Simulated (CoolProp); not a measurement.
Vapour-liquid equilibrium of ethylbenzene (1) + m-xylene (2) at 0.0202 bar; x and y are mole fractions of (1).

Computed with CoolProp (multi-fluid Helmholtz-energy mixture model, Zhou 2012 and Zhou 2012; pair parameters Bell 2016).

```
x      bubble temperature, mixture model (K)  bubble temperature, Raoult's law (K)  y, mixture model  y, Raoult's law
-----  -------------------------------------  ------------------------------------  ----------------  ---------------
0.05                                   308.7                                 308.7             0.058            0.056
0.125                                  308.4                                 308.5             0.143            0.140
0.2                                    308.2                                 308.3             0.225            0.221
0.275                                  308.0                                 308.1             0.305            0.301
0.35                                   307.8                                 307.9             0.383            0.380
0.425                                  307.6                                 307.8             0.458            0.457
0.5                                    307.4                                 307.6             0.533            0.532
0.575                                  307.2                                 307.4             0.605            0.606
0.65                                   307.1                                 307.2             0.677            0.679
0.725                                  306.9                                 307.0             0.747            0.750
0.8                                    306.8                                 306.9             0.817            0.820
0.875                                  306.6                                 306.7             0.886            0.889
0.95                                   306.5                                 306.5             0.954            0.956
```

The largest gap from Raoult's law is -0.2 K in bubble temperature, at x = 0.5. No azeotrope shows between x = 0.05 and 0.95.

Pair parameters are fitted to limited data, so mixtures are less certain than the pure fluids.
